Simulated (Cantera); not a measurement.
Mixture: 7.50 % CH4, 9.98 % O2, 82.5 % N2, at 278 Torr, adiabatic and at constant volume. Ignition delay is the time to a rise of 400 K.

Detailed kinetics in Cantera: GRI-Mech 3.0 (53 species, 325 reactions).

### Question
Predict: delay at 1100 K; delay at 1150 K; delay at 1200 K; delay at 1250 K; delay at 1300 K; delay at 1350 K; delay at 1400 K; apparent activation energy between 1300 and 1400 K.

### Answer
```
Quantity                                                Result
--------------------------------------------------  ----------
delay at 1100 K                                         1.29 s
delay at 1150 K                                        0.574 s
delay at 1200 K                                        0.266 s
delay at 1250 K                                        0.127 s
delay at 1300 K                                        62.9 ms
delay at 1350 K                                        32.1 ms
delay at 1400 K                                        16.9 ms
apparent activation energy between 1300 and 1400 K  200 kJ/mol
```
